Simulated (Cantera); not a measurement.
What does this Cantera script print?

```python
import numpy as np
import cantera as ct

gas_names = """
    O N2O
""".split()
cond_names = """
    Cr2N(s) Cr2O3(s) Cr2O3(L)
""".split()


def load(file, names, dense=False):
    # The tables refer to 1 bar. Condensed volumes are neglected.
    table = {s.name: s for s in ct.Species.list_from_file(file)}
    out = []
    for n in names:
        d = dict(table[n].input_data)
        d["thermo"] = dict(d["thermo"], **{"reference-pressure": 1e5})
        if dense:
            d["equation-of-state"] = {"model": "constant-volume", "density": "1e6 g/cm^3"}
        out.append(ct.Species.from_dict(d))
    return out


species = {s.name: s for s in load("nasa_gas.yaml", gas_names) + load("nasa_condensed.yaml", cond_names)}
# Each term lists the table entries of one substance; the one whose range holds T is used.
reactions = {
    '2 Cr2N + 7 O(g) = N2O(g) + 2 Cr2O3':
        [(-2, ['Cr2N(s)']), (-7, ['O']), (1, ['N2O']), (2, ['Cr2O3(s)', 'Cr2O3(L)'])],
}


def pick(names, T):
    return next(species[n] for n in names if species[n].thermo.min_temp <= T <= species[n].thermo.max_temp)


results = []
for label, terms in reactions.items():
    print(label)
    print("     T/K   dH/kJ  dS/(J/K)   dG/kJ   log10 K")
    for T in [648, 723, 798, 873, 948]:
        used = [(nu, pick(names, T)) for nu, names in terms]
        dH = sum(nu * s.thermo.h(T) for nu, s in used) / 1e6
        dS = sum(nu * s.thermo.s(T) for nu, s in used) / 1e3
        dG = dH - T * dS / 1e3
        logK = -dG * 1e6 / (ct.gas_constant * T * np.log(10))
        results.append((label, T, dH, dS, dG, logK, [s.name for _, s in used]))
        print(f"{T:8g} {dH:8.1f} {dS:8.1f} {dG:8.1f} {logK:8.2f}")
```

Output:

```
2 Cr2N + 7 O(g) = N2O(g) + 2 Cr2O3
     T/K   dH/kJ  dS/(J/K)   dG/kJ   log10 K
     648  -3689.1   -893.6  -3110.1   250.69
     723  -3690.3   -895.4  -3043.0   219.84
     798  -3691.4   -896.9  -2975.8   194.78
     873  -3692.6   -898.2  -2908.4   174.02
     948  -3693.9   -899.6  -2841.0   156.54
```

Standard-state values (1 bar) from the NASA 1993 polynomials, evaluated with Cantera. Condensed species are held in their standard states even where they would react or evaporate.
